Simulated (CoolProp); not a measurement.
n-heptane at several states: fugacity coefficient from the reference equation and from simpler models built on Tc = 541.2 K, pc = 27.74 bar, ω = 0.349; each cubic takes its own stable root.

Computed with CoolProp (reference Helmholtz-energy equation of state, Span 2003). It is a short technical equation, of lower accuracy than the large ones.

```json
[
 {"T (K)": "516.6", "p (bar)": "14.4", "phase": "gas", "reference": "0.7864", "van der Waals": "0.8281", "Redlich-Kwong": "0.8026", "Soave-Redlich-Kwong": "0.7968", "Peng-Robinson": "0.7808"},
 {"T (K)": "201.4", "p (bar)": "71.3", "phase": "liquid", "reference": "6.314e-7", "van der Waals": "0.002839", "Redlich-Kwong": "9.345e-6", "Soave-Redlich-Kwong": "6.948e-7", "Peng-Robinson": "8.523e-7"},
 {"T (K)": "345.4", "p (bar)": "15.8", "phase": "liquid", "reference": "0.02932", "van der Waals": "0.2173", "Redlich-Kwong": "0.07012", "Soave-Redlich-Kwong": "0.02927", "Peng-Robinson": "0.02934"},
 {"T (K)": "481.6", "p (bar)": "0.186", "phase": "gas", "reference": "0.9964", "van der Waals": "0.9974", "Redlich-Kwong": "0.9968", "Soave-Redlich-Kwong": "0.9966", "Peng-Robinson": "0.9963"},
 {"T (K)": "190.2", "p (bar)": "4.9", "phase": "liquid", "reference": "1.194e-6", "van der Waals": "0.009847", "Redlich-Kwong": "1.978e-5", "Soave-Redlich-Kwong": "1.243e-6", "Peng-Robinson": "1.709e-6"}
]
```
